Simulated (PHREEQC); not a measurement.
PHREEQC input (Pitzer model, pitzer.dat):

```
SOLUTION 1
  temp 20
  units mol/kgw
  pH 7 charge
  Cl 0.4
  Na 0.4
  S(6) 0.0873
  Mg 0.0053
  K 0.164
END
USE solution 1
INCREMENTAL_REACTIONS false
REACTION 1
  H2O -1
  0 9.886 18.011 24.689 30.178 34.689 38.397 41.444
  43.949 46.007 47.699 49.089 50.232 51.172 51.944 52.578
  53.1 53.528 53.88 54.17 54.408 54.603 54.764 54.896 moles
EQUILIBRIUM_PHASES 1
  Arcanite 0 0
  Bischofite 0 0
  Bloedite 0 0
  Brucite 0 0
  Carnallite 0 0
  Epsomite 0 0
  Glaserite 0 0
  Halite 0 0
  Hexahydrite 0 0
  Kainite 0 0
  Kieserite 0 0
  Leonite 0 0
  Mirabilite 0 0
  Misenite 0 0
  Schoenite 0 0
  Sylvite 0 0
  Thenardite 0 0
  MgCl2_4H2O 0 0
SELECTED_OUTPUT 1
  -reset false
  -pH true
  -pe true
  -ionic_strength true
  -water true
  -activities H2O
  -totals Cl K Mg Na S
  -molalities H+ Na+ K+ Mg+2 Cl- SO4-2 OH- HSO4- MgOH+
  -equilibrium_phases Arcanite Bischofite Bloedite Brucite Carnallite Epsomite Glaserite Halite Hexahydrite Kainite
    Kieserite Leonite Mirabilite Misenite Schoenite Sylvite Thenardite MgCl2_4H2O
PRINT
  -reset false
END
```

Selected output (columns that matter, 21 of 24 rows; water left (kg) added in front):

```
water left (kg)	pH	mu	Cl	K	Mg	Na	S	m_H+	m_Na+	m_K+	la_H2O	Glaserite	Halite	Sylvite
1	7.1737	0.6672	0.4	0.164	0.0053	0.4	0.0873	9.551e-08	0.4	0.164	-0.0071255	0	0	0
0.821894	7.1727	0.81178	0.48668	0.19954	0.0064485	0.48668	0.10622	9.5042e-08	0.48668	0.19954	-0.0086437	0	0	0
0.675514	7.1696	0.98769	0.59214	0.24278	0.0078459	0.59214	0.12923	9.4253e-08	0.59214	0.24278	-0.010496	0	0	0
0.555203	7.164	1.2017	0.72046	0.29539	0.0095461	0.72046	0.15724	9.3052e-08	0.72046	0.29539	-0.012762	0	0	0
0.375043	7.1414	1.779	1.0665	0.43728	0.014132	1.0665	0.23277	8.9019e-08	1.0665	0.43728	-0.018984	0	0	0
0.30824	7.1216	2.1646	1.2977	0.53205	0.017194	1.2977	0.28322	8.6019e-08	1.2977	0.53205	-0.023261	0	0	0
0.253345	7.0932	2.6336	1.5789	0.64734	0.02092	1.5789	0.34459	8.2326e-08	1.5789	0.64734	-0.028629	0	0	0
0.208215	7.0525	3.2044	1.9211	0.78765	0.025454	1.9211	0.41928	7.7999e-08	1.9211	0.78765	-0.035441	0	0	0
0.171138	6.9944	3.8986	2.3373	0.95829	0.030969	2.3373	0.51011	7.3154e-08	2.3373	0.95829	-0.04419	0	0	0
0.140655	6.913	4.7435	2.8438	1.166	0.037681	2.8438	0.62067	6.7793e-08	2.8438	1.166	-0.055601	0	0	0
0.0950203	6.6165	6.3918	4.2096	1.411	0.055778	4.1046	0.7088	6.7164e-08	4.1046	1.411	-0.086745	0.009975	0	0
0.0780853	6.386	7.1379	5.1226	1.3969	0.067875	4.8882	0.64913	7.5751e-08	4.8882	1.3969	-0.10821	0.018306	0	0
0.0641769	6.1066	8.037	6.2328	1.3758	0.082584	5.8396	0.57388	8.8086e-08	5.8396	1.3758	-0.13734	0.025235	0	0
0.0527548	6.0404	8.0418	6.3303	1.432	0.10046	5.7714	0.53703	1.0043e-07	5.7714	1.432	-0.13871	0.029484	0.066048	0
0.0433504	5.9771	8.022	6.4093	1.5076	0.12226	5.6508	0.4968	1.1524e-07	5.6508	1.5076	-0.1393	0.032882	0.12215	0
0.0356396	5.9093	8.011	6.5056	1.6057	0.14871	5.507	0.45222	1.333e-07	5.507	1.6057	-0.14013	0.035592	0.16814	0
0.0292979	5.8361	8.0164	6.6236	1.734	0.1809	5.3357	0.40397	1.5567e-07	5.3357	1.734	-0.14132	0.037732	0.20594	0
0.0197855	5.6989	8.1124	6.8026	1.9371	0.26787	5.0243	0.34731	2.0643e-07	5.0243	1.9371	-0.1438	0.040214	0.26038	0.0050309
0.0162724	5.6472	8.1907	6.7981	1.9216	0.32571	4.9364	0.35565	2.2826e-07	4.9364	1.9216	-0.14434	0.040756	0.27892	0.010462
0.0133718	5.5933	8.2873	6.7923	1.9024	0.39636	4.8297	0.36622	2.5257e-07	4.8297	1.9024	-0.14504	0.041202	0.29422	0.014957
0.0109937	5.5371	8.4061	6.785	1.8788	0.4821	4.7014	0.37964	2.7942e-07	4.7014	1.8788	-0.14592	0.041563	0.30675	0.018656
```
